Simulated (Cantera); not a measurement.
## SiH2Cl2 + O2 + H2 (silicon oxide and oxynitride deposition)

Feed: 1 mol SiH2Cl2, 1.9 mol O2, 0.41 mol H2, at 26.0 mbar.

Method: chemical equilibrium by Gibbs-energy minimisation in Cantera with the NASA 1993 tables (ideal gas, pure condensed phases). Candidate condensed phases: H2O, Si, SiO2; 30 gas species. The tables hold silica as quartz up to 1696 K and as liquid above; real silica turns to tridymite and cristobalite and melts near 1996 K. Equilibrium is a limit: real reactors are often held back by kinetics, nucleation or transport.

From 577 °C to 1377 °C the condensed part is SiO2(β-quartz). From 1477 °C to 1677 °C the condensed part is SiO2(condensed).

```tsv
T (°C)	x HCl	x H2O	x O2	x Cl	x Cl2	x OH	x O	x H2	n SiO2(β-quartz)	n SiO2(condensed)
577	0.494	0.227	0.189	5.17e-5	0.0892	1.34e-8	2.00e-12	1.49e-12	1.00	0
677	0.550	0.192	0.202	0.000260	0.0561	1.40e-7	8.86e-11	4.83e-11	1.00	0
777	0.583	0.170	0.210	0.000927	0.0356	9.48e-7	1.90e-9	8.35e-10	1.00	0
877	0.603	0.158	0.214	0.00258	0.0230	4.63e-6	2.39e-8	9.08e-9	1.00	0
977	0.612	0.151	0.216	0.00595	0.0151	1.77e-5	2.00e-7	6.95e-8	1.00	0
1077	0.613	0.148	0.216	0.0119	0.0101	5.60e-5	1.22e-6	4.04e-7	1.00	0
1177	0.608	0.149	0.215	0.0211	0.00682	0.000152	5.77e-6	1.89e-6	1.00	0
1277	0.597	0.153	0.211	0.0341	0.00462	0.000368	2.23e-5	7.44e-6	1.00	0
1377	0.580	0.159	0.207	0.0508	0.00313	0.000801	7.30e-5	2.54e-5	1.00	0
1477	0.558	0.166	0.201	0.0708	0.00212	0.00161	0.000208	7.69e-5	0	1.00
1577	0.532	0.175	0.193	0.0934	0.00144	0.00299	0.000526	0.000210	0	1.000
1677	0.504	0.185	0.185	0.118	0.000980	0.00522	0.00120	0.000521	0	1.000
```
x: gas mole fraction; n: condensed amount in mol.
